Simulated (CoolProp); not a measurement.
100 sccm (0 °C, 1 atm) of nitrogen bubbles through liquid ethanol at 304.8 K and leaves saturated at a total pressure of 0.143 MPa (ideal gas phase). Each further row changes one setting.

The numbers come from the reference Helmholtz-energy equation of state, Schroeder 2014 in CoolProp.

| case | vapour pressure (kPa) | mole fraction of vapour | delivery (mg/min) | delivery (sccm) | change of delivery for a bath 1 K warmer (%) |
|---|---|---|---|---|---|
| as stated | 11.5 | 0.0802 | (withheld) | 8.72 | 6.1 |
| bath temperature 309.8 K | (withheld) | (withheld) | 24.1 | (withheld) | 6.1 |
| total pressure 0.286 MPa | 11.5 | 0.0401 | (withheld) | 4.18 | (withheld) |

Problem. Complete the blanks.

Solution. 
- as stated, delivery (mg/min): 17.9
- bath temperature 309.8 K, vapour pressure (kPa): 15.0
- bath temperature 309.8 K, mole fraction of vapour: 0.105
- bath temperature 309.8 K, delivery (sccm): 11.7
- total pressure 0.286 MPa, delivery (mg/min): 8.58
- total pressure 0.286 MPa, change of delivery for a bath 1 K warmer (%): 5.9
